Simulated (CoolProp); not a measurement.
Vapour-liquid equilibrium of CH2F2 (R32) (1) + R142b (2) at 218.3 K; x and y are mole fractions of (1).

The numbers come from the multi-fluid Helmholtz-energy mixture model, Tillner-Roth 1997 and Lemmon 2006; pair parameters Bell 2016 in CoolProp.

```json
[
 {"x": "0.05", "bubble pressure, mixture model (MPa)": "0.01550", "bubble pressure, Raoult's law (MPa)": "0.01377", "y, mixture model": "0.385", "y, Raoult's law": "0.312"},
 {"x": "0.125", "bubble pressure, mixture model (MPa)": "0.02385", "bubble pressure, Raoult's law (MPa)": "0.01946", "y, mixture model": "0.630", "y, Raoult's law": "0.551"},
 {"x": "0.2", "bubble pressure, mixture model (MPa)": "0.03195", "bubble pressure, Raoult's law (MPa)": "0.02515", "y, mixture model": "0.745", "y, Raoult's law": "0.683"},
 {"x": "0.275", "bubble pressure, mixture model (MPa)": "0.03950", "bubble pressure, Raoult's law (MPa)": "0.03084", "y, mixture model": "0.810", "y, Raoult's law": "0.765"},
 {"x": "0.35", "bubble pressure, mixture model (MPa)": "0.04633", "bubble pressure, Raoult's law (MPa)": "0.03653", "y, mixture model": "0.852", "y, Raoult's law": "0.822"},
 {"x": "0.425", "bubble pressure, mixture model (MPa)": "0.05238", "bubble pressure, Raoult's law (MPa)": "0.04222", "y, mixture model": "0.881", "y, Raoult's law": "0.864"},
 {"x": "0.5", "bubble pressure, mixture model (MPa)": "0.05770", "bubble pressure, Raoult's law (MPa)": "0.04791", "y, mixture model": "0.902", "y, Raoult's law": "0.896"},
 {"x": "0.575", "bubble pressure, mixture model (MPa)": "0.06240", "bubble pressure, Raoult's law (MPa)": "0.05360", "y, mixture model": "0.918", "y, Raoult's law": "0.921"},
 {"x": "0.65", "bubble pressure, mixture model (MPa)": "0.06664", "bubble pressure, Raoult's law (MPa)": "0.05929", "y, mixture model": "0.932", "y, Raoult's law": "0.941"},
 {"x": "0.725", "bubble pressure, mixture model (MPa)": "0.07060", "bubble pressure, Raoult's law (MPa)": "0.06498", "y, mixture model": "0.945", "y, Raoult's law": "0.958"},
 {"x": "0.8", "bubble pressure, mixture model (MPa)": "0.07448", "bubble pressure, Raoult's law (MPa)": "0.07067", "y, mixture model": "0.958", "y, Raoult's law": "0.972"},
 {"x": "0.875", "bubble pressure, mixture model (MPa)": "0.07846", "bubble pressure, Raoult's law (MPa)": "0.07636", "y, mixture model": "0.971", "y, Raoult's law": "0.984"},
 {"x": "0.95", "bubble pressure, mixture model (MPa)": "0.08274", "bubble pressure, Raoult's law (MPa)": "0.08205", "y, mixture model": "0.987", "y, Raoult's law": "0.994"}
]
```

The largest gap from Raoult's law is +28.1 % in bubble pressure, at x = 0.275. No azeotrope shows between x = 0.05 and 0.95.

Pair parameters are fitted to limited data, so mixtures are less certain than the pure fluids.
